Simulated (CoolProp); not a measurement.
A Linde-Hampson liquefier for dry air: isothermal reversible compression at 250 K from 1 atm to 40 MPa, throttling to 1 atm, return gas leaving the recuperator 10 K below the feed. Each further row changes one setting.

Computed with CoolProp (reference Helmholtz-energy equation of state, Lemmon 2000). It is a pseudo-pure fit of the blend.

```tsv
case	liquid yield per pass	compression work (kJ/kg of gas)
as stated	[?]	424
high pressure 80 MPa	0.110	496
warm-end temperature 280 K	[?]	[?]
warm-end gap 15 K	0.138	424
```

Q: Fill in the missing entries.

A: 
- as stated, liquid yield per pass: 0.150
- warm-end temperature 280 K, liquid yield per pass: 0.106
- warm-end temperature 280 K, compression work (kJ/kg of gas): 482
